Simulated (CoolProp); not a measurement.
Chlorine along the isotherm 424.8 K: fugacity coefficient from the reference equation and from simpler models built on Tc = 416.9 K, pc = 7642 kPa, ω = 0.070; each cubic takes its own stable root.

Computed with CoolProp (reference Helmholtz-energy equation of state, Thol 2021).

| p (kPa) | phase | reference | van der Waals | Redlich-Kwong | Soave-Redlich-Kwong | Peng-Robinson |
|---|---|---|---|---|---|---|
| 1040 | gas | 0.9595 | 0.9615 | 0.9564 | 0.9565 | 0.9517 |
| 2080 | gas | 0.9194 | 0.9233 | 0.9136 | 0.9138 | 0.9046 |
| 3130 | gas | 0.8792 | 0.8847 | 0.8709 | 0.8712 | 0.8581 |
| 4170 | gas | 0.8395 | 0.8464 | 0.8290 | 0.8294 | 0.8131 |
| 5210 | gas | 0.7996 | 0.8078 | 0.7874 | 0.7879 | 0.7688 |
| 6250 | gas | 0.7591 | 0.7685 | 0.7456 | 0.7462 | 0.7249 |
| 7290 | gas | 0.7172 | 0.7275 | 0.7030 | 0.7037 | 0.6807 |
| 8340 | supercritical | 0.6708 | 0.6805 | 0.6568 | 0.6580 | 0.6340 |
| 9380 | supercritical | 0.6155 | 0.6293 | 0.6063 | 0.6079 | 0.5841 |
| 10400 | supercritical | 0.5688 | 0.5874 | 0.5636 | 0.5652 | 0.5416 |
| 11500 | supercritical | 0.5274 | 0.5501 | 0.5253 | 0.5268 | 0.5035 |
